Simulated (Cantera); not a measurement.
What does this Cantera script print?

```python
import numpy as np
import cantera as ct

gas_names = """
    CL CL2 H HCL H2 Si SiCL SiCL2 SiCL3 SiCL4 SiH SiHCL3 SiH2 SiH2CL2 SiH3 SiH3CL SiH4 Si2 Si3
""".split()
cond_names = """
    Si(cr) Si(L)
""".split()


def load(file, names, dense=False):
    # The tables refer to 1 bar. Condensed volumes are neglected.
    table = {s.name: s for s in ct.Species.list_from_file(file)}
    out = []
    for n in names:
        d = dict(table[n].input_data)
        d["thermo"] = dict(d["thermo"], **{"reference-pressure": 1e5})
        if dense:
            d["equation-of-state"] = {"model": "constant-volume", "density": "1e6 g/cm^3"}
        out.append(ct.Species.from_dict(d))
    return out


gas = ct.Solution(thermo="ideal-gas", species=load("nasa_gas.yaml", gas_names))
cond = {s.name: ct.Solution(thermo="fixed-stoichiometry", species=[s], name=s.name)
        for s in load("nasa_condensed.yaml", cond_names, dense=True)}
atoms = {
    'SiCl4': {'Si': 1, 'CL': 4},
    'Cl2': {'CL': 2},
    'H2': {'H': 2},
}
top_T = {}  # K; cautious upper limits of use, not melting points


def equilibrate(T, P, feed):
    n = {}
    for name, mol in feed.items():
        for a, k in atoms[name].items():
            n[a] = n.get(a, 0.0) + k * mol
    gas.TPX = T, P, n
    mass = sum(n.values()) * gas.mean_molecular_weight
    gas.equilibrate("TP")
    valid = [c for c in cond.values() if c.min_temp <= T <= top_T.get(c.name, c.max_temp)]
    mix = ct.Mixture([(gas, mass / gas.mean_molecular_weight)] + [(c, 0.0) for c in valid])
    mix.T, mix.P = T, P
    mix.equilibrate("TP", solver="vcs", rtol=1e-11, max_steps=5000)
    return mix


results = []
feed = {'SiCl4': 1, 'Cl2': 1.4, 'H2': 13}  # mol
P = 13332.2  # Pa
for T in [673, 773, 873, 973, 1073, 1173, 1273, 1373, 1473, 1573, 1673, 1773]:
    mix = equilibrate(T, P, feed)
    results.append((T, P, feed, dict(zip(mix.species_names, mix.species_moles))))
    x = sorted(zip(gas.X, gas.species_names), reverse=True)
    print(f"T = {T:g} K  P = {P:g} Pa  gas = {mix.phase_moles(0):.4g} mol")
    print("   x: " + "  ".join(f"{s} {v:.3e}" for v, s in x if v > 0.001))
    print("   condensed (mol): " + ("  ".join(f"{mix.phase(i).name} {mix.phase_moles(i):.4g}"
          for i in range(1, mix.n_phases) if mix.phase_moles(i) > 1e-12) or "none"))
```

Result:

```
T = 673 K  P = 13332.2 Pa  gas = 15.4 mol
   x: H2 7.532e-01  HCL 1.819e-01  SiCL4 6.490e-02
   condensed (mol): none
T = 773 K  P = 13332.2 Pa  gas = 15.4 mol
   x: H2 7.531e-01  HCL 1.820e-01  SiCL4 6.477e-02
   condensed (mol): none
T = 873 K  P = 13332.2 Pa  gas = 15.4 mol
   x: H2 7.527e-01  HCL 1.824e-01  SiCL4 6.436e-02
   condensed (mol): none
T = 973 K  P = 13332.2 Pa  gas = 15.4 mol
   x: H2 7.517e-01  HCL 1.833e-01  SiCL4 6.341e-02  SiHCL3 1.461e-03
   condensed (mol): none
T = 1073 K  P = 13332.2 Pa  gas = 15.4 mol
   x: H2 7.497e-01  HCL 1.853e-01  SiCL4 6.141e-02  SiHCL3 3.044e-03
   condensed (mol): none
T = 1173 K  P = 13332.2 Pa  gas = 15.42 mol
   x: H2 7.451e-01  HCL 1.900e-01  SiCL4 5.703e-02  SiHCL3 5.211e-03  SiCL3 1.906e-03
   condensed (mol): none
T = 1273 K  P = 13332.2 Pa  gas = 15.52 mol
   x: H2 7.326e-01  HCL 2.029e-01  SiCL4 4.687e-02  SiHCL3 6.763e-03  SiCL3 5.861e-03  SiCL2 4.805e-03
   condensed (mol): none
T = 1373 K  P = 13332.2 Pa  gas = 15.76 mol
   x: H2 7.074e-01  HCL 2.291e-01  SiCL4 2.960e-02  SiCL2 1.737e-02  SiCL3 1.054e-02  SiHCL3 5.781e-03
   condensed (mol): none
T = 1473 K  P = 13332.2 Pa  gas = 16.04 mol
   x: H2 6.799e-01  HCL 2.577e-01  SiCL2 3.399e-02  SiCL4 1.338e-02  SiCL3 1.153e-02  SiHCL3 3.318e-03
   condensed (mol): none
T = 1573 K  P = 13332.2 Pa  gas = 16.22 mol
   x: H2 6.625e-01  HCL 2.758e-01  SiCL2 4.622e-02  SiCL3 9.108e-03  SiCL4 4.720e-03  SiHCL3 1.503e-03
   condensed (mol): none
T = 1673 K  P = 13332.2 Pa  gas = 16.32 mol
   x: H2 6.542e-01  HCL 2.842e-01  SiCL2 5.281e-02  SiCL3 6.248e-03  SiCL4 1.542e-03
   condensed (mol): none
T = 1773 K  P = 13332.2 Pa  gas = 16.36 mol
   x: H2 6.503e-01  HCL 2.877e-01  SiCL2 5.610e-02  SiCL3 4.162e-03
   condensed (mol): none
```

Method: chemical equilibrium by Gibbs-energy minimisation in Cantera with the NASA 1993 tables (ideal gas, pure condensed phases). The tables' values for SiCl3, SiCl are old estimates; treat these amounts as uncertain.
